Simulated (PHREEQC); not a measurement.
Solution A (87 mmol/kgw HF, 0.3 mmol/kgw (CH3)4NF and 0.057 mmol/kgw H2SO4) is mixed with solution B (0.023 mol/kgw TMAH and 2.3e-05 mol/kgw H4SiO4) at 50 °C; shares are by mass of water, 1 kg in all. O2 is buffered at 0.21 atm. The system is closed to CO2. The run lets SiO2(a) precipitate or redissolve, and no other solid.

All values are PHREEQC results (ion-association model, phreeqc.dat), not measurements.

| share of solution B | pH | HF (mol/kgw) | H3SiO4- (mol/kgw) | SiF6-2 (mol/kgw) |
|---|---|---|---|---|
| 0 | 2.18 | 0.0781 | 0 | 0 |
| 0.1 | 2.29 | [?] | 0 | 2.30e-6 |
| 0.2 | 2.42 | 0.0590 | 0 | 4.60e-6 |
| 0.3 | 2.56 | 0.0492 | 0 | 6.90e-6 |
| 0.4 | 2.72 | [?] | 0 | 9.20e-6 |
| 0.5 | 2.92 | 0.0292 | 0 | 1.15e-5 |
| 0.6 | 3.17 | [?] | 0 | 1.38e-5 |
| 0.7 | 3.56 | [?] | 0 | [?] |
| 0.8 | 10.18 | 2.38e-9 | 1.55e-5 | 0 |
| 0.9 | 11.27 | 9.54e-11 | [?] | 0 |
| 1 | 11.55 | 0 | 1.98e-5 | 0 |

Question: Fill in the missing entries.

Answer: 
- 0.1, HF (mol/kgw): 0.0687
- 0.4, HF (mol/kgw): 0.0393
- 0.6, HF (mol/kgw): 0.0191
- 0.7, HF (mol/kgw): 0.00904
- 0.7, SiF6-2 (mol/kgw): 1.61e-5
- 0.9, H3SiO4- (mol/kgw): 1.89e-5

(CH3)4N+ isn't in the database: it is added as a free cation with an ion size of 4 Å. At this temperature some constants are extrapolated from 25 °C, and those without enthalpy data are left unchanged. SiF6-2 is the database's only silicon fluoride.
